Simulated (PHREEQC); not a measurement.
Dissolve 0.011 mol ZnSO4 and 0.0044 mol MnSO4 per kg of water at 25 °C. Closed to the air; pH follows from the charge balance.

All values are PHREEQC results (ion-association model, wateq4f.dat), not measurements.

| quantity | before | after |
|---|---|---|
| pH | 5.78 | 6.62 |
| ionic strength (mol/kgw) | 0.0397 | 0.0141 |
| SO4-2 (mol/kgw) | 0.00962 | 0.00352 |
| HSO4- (mol/kgw) | 9.15e-7 | 5.73e-8 |

Question: What was changed between the two runs?
A) MnSO4 replaced by H2SO4 at the same molality
B) MnSO4 from 0.0044 to 0.044 mol/kgw
C) ZnSO4 left out
D) MnSO4 from 0.0044 to 0.00044 mol/kgw
E) ZnSO4 replaced by ZnBr2 at the same molality

Answer: C, ZnSO4 left out

No solid was allowed to form.
